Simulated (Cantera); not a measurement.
An isothermal plug-flow reactor at 773 K and 1.97 atm (inlet), inlet velocity 0.096 m/s, active area per volume 460 1/m; feed CO : O2 : N2 : H2O = 0.0068 : 0.19 : 0.79 : 0.023 (molar parts), equivalence ratio 0.018.

Detailed kinetics in Cantera: Deutschmann's 1995 Pt surface mechanism with GRI-Mech 3.0 gas chemistry. Catalytic surfaces can have several steady states; this one follows from the mechanism file's or the stated starting coverage. Mass transfer to the wall is taken as infinitely fast.

One state of this run: x CO = 0.00318; x O2 = 0.187; x H2O = 0.0228; x CO2 = 0.00356; θ free Pt = 0.0164; θ O* = 0.980; θ OH* = 0.00335. x: gas mole fraction; θ: surface coverage.

**Question.** Which value of z (m) does it belong to?
A. 0.0071
B. 0.015
C. 0.00033
D. 0.0015

**Answer.** D, 0.0015
